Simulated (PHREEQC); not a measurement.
A made-up water analysis in mmol/kgw, 25 °C, pH 5.89, pe 12.2:

```tsv
constituent	mmol/kgw
Na	230
K	132
Ca	26.8
Mg	27.7
Cl	404
S(6)	25.6
Alkalinity (meq/kgw)	2.55e-05
Li	0.124
```

Valence states are taken as typed.

Equilibrium calculation in PHREEQC: ion-association model, wateq4f.dat.

This is a speciation only: nothing precipitates in the calculation.

Predict the ionic strength, activity of water, charge-balance error.

ionic strength 0.505 mol/kgw; activity of water 0.986; charge-balance error 1.8 %.

In which forms is K present?

K+ 98 %, KSO4- 1.7 % of the K.

Species that the database lacks are ignored.
